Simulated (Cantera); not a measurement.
Feed: 1 mol SiO₂, 4.1 mol Cl₂, equilibrated at 1625 °C and 0.0110 bar.

Equilibrium computed with Cantera from the NASA thermochemical tables; the gas is ideal and each condensed phase is pure. Candidate condensed phases: Si, SiO₂; 15 gas species. The tables' values for SiCl₃ are old estimates; treat these amounts as uncertain. The tables hold silica as quartz up to 1696 K and as liquid above; real silica turns to tridymite and cristobalite and melts near 1996 K. Rates play no part.

Base state: Cl 0.957, Cl₂ 0.0421, O₂ 0.000285, SiCl₄ 0.000244, SiO 8.79e-5, O 4.73e-5, SiCl₃ 3.01e-5, ClO 2.77e-5 (mole fractions); condensed: SiO₂(condensed).

What changes in the equilibrium state with this change: pressure from 0.0110 bar to 0.133 bar?


| species | before | after |
|---|---|---|
| Cl | 0.957 | 0.713 |
| Cl₂ | 0.0421 | 0.283 |
| SiCl₄ | 0.000244 | 0.00182 |
| SiO | 8.79e-5 | 8.45e-7 |
| ClO | 2.77e-5 | 0.000177 |
| O₂ | 0.000285 | 0.00174 |
| O | 4.73e-5 | 3.35e-5 |
| SiCl₃ | 3.01e-5 | 2.48e-5 |
| SiO₂(condensed), mol | 0.997 | 0.988 |
